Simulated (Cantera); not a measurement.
Feed: 1 mol SiH₄, 1.2 mol O₂, at 8.80e-5 bar.

Cantera equilibrium calculation (NASA polynomials, part measured and part estimated; ideal gas, pure solids and liquids). Candidate condensed phases: H₂O, Si, SiO₂; 18 gas species. The tables hold silica as quartz up to 1696 K and as liquid above; real silica turns to tridymite and cristobalite and melts near 1996 K. Equilibrium is a limit: real reactors are often held back by kinetics, nucleation or transport.

log p: log10 of the partial pressure in bar; n: condensed amount in mol.

```json
[
 {"T (K)": "698", "log p H₂": "-4.15", "log p H₂O": "-4.75", "log p H": "-15.72", "log p OH": "<-16", "log p SiO": "<-16", "n SiO₂(α-quartz)": "1.00", "n SiO₂(β-quartz)": "0"},
 {"T (K)": "748", "log p H₂": "-4.15", "log p H₂O": "-4.75", "log p H": "?", "log p OH": "<-16", "log p SiO": "<-16", "n SiO₂(α-quartz)": "1.00", "n SiO₂(β-quartz)": "0"},
 {"T (K)": "798", "log p H₂": "-4.15", "log p H₂O": "-4.75", "log p H": "-13.65", "log p OH": "<-16", "log p SiO": "<-16", "n SiO₂(α-quartz)": "1.00", "n SiO₂(β-quartz)": "0"},
 {"T (K)": "848", "log p H₂": "-4.15", "log p H₂O": "-4.75", "log p H": "-12.80", "log p OH": "<-16", "log p SiO": "<-16", "n SiO₂(α-quartz)": "0", "n SiO₂(β-quartz)": "1.00"},
 {"T (K)": "898", "log p H₂": "-4.15", "log p H₂O": "-4.75", "log p H": "?", "log p OH": "?", "log p SiO": "<-16", "n SiO₂(α-quartz)": "0", "n SiO₂(β-quartz)": "1.00"},
 {"T (K)": "948", "log p H₂": "-4.15", "log p H₂O": "-4.75", "log p H": "-11.36", "log p OH": "-14.80", "log p SiO": "<-16", "n SiO₂(α-quartz)": "0", "n SiO₂(β-quartz)": "1.00"},
 {"T (K)": "998", "log p H₂": "-4.15", "log p H₂O": "-4.75", "log p H": "-10.74", "log p OH": "-14.01", "log p SiO": "<-16", "n SiO₂(α-quartz)": "0", "n SiO₂(β-quartz)": "1.00"},
 {"T (K)": "1048", "log p H₂": "-4.15", "log p H₂O": "-4.75", "log p H": "-10.19", "log p OH": "-13.29", "log p SiO": "<-16", "n SiO₂(α-quartz)": "0", "n SiO₂(β-quartz)": "1.00"},
 {"T (K)": "1098", "log p H₂": "-4.15", "log p H₂O": "-4.75", "log p H": "-9.68", "log p OH": "-12.64", "log p SiO": "-15.12", "n SiO₂(α-quartz)": "0", "n SiO₂(β-quartz)": "1.00"},
 {"T (K)": "1148", "log p H₂": "-4.15", "log p H₂O": "-4.75", "log p H": "-9.22", "log p OH": "-12.05", "log p SiO": "-13.99", "n SiO₂(α-quartz)": "0", "n SiO₂(β-quartz)": "1.00"},
 {"T (K)": "1198", "log p H₂": "-4.15", "log p H₂O": "-4.75", "log p H": "-8.80", "log p OH": "-11.50", "log p SiO": "-12.94", "n SiO₂(α-quartz)": "0", "n SiO₂(β-quartz)": "1.00"},
 {"T (K)": "1248", "log p H₂": "-4.15", "log p H₂O": "-4.75", "log p H": "-8.41", "log p OH": "-11.00", "log p SiO": "-11.99", "n SiO₂(α-quartz)": "0", "n SiO₂(β-quartz)": "1.00"}
]
```

Task: Complete the blanks.

Result: 
- 748, log p H: -14.62
- 898, log p H: -12.04
- 898, log p OH: -15.68
